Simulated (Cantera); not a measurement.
Charge: 1 mol Al, 2.5 mol NH3, 92 mol H2, held at 1798.15 K and 24.0 bar.

Method: chemical equilibrium by Gibbs-energy minimisation in Cantera with the NASA 1993 tables (ideal gas, pure condensed phases). Candidate condensed phases: Al, AlN; 13 gas species. Kinetics and transport are ignored.

Base state: H2 0.992, N2 0.00774, H 7.17e-5, NH3 6.11e-5 (mole fractions); condensed: AlN(s).

What changes in the equilibrium state with this change: NH3 from 2.5 to 1.6 mol?


```json
[
 {"species": "H2", "before": "0.992", "after": "0.997"},
 {"species": "N2", "before": "0.00774", "after": "0.00315"},
 {"species": "H", "before": "7.17e-5", "after": "7.18e-5"},
 {"species": "NH3", "before": "6.11e-5", "after": "3.93e-5"},
 {"species": "AlN(s), mol", "before": "1.000", "after": "1.000"}
]
```
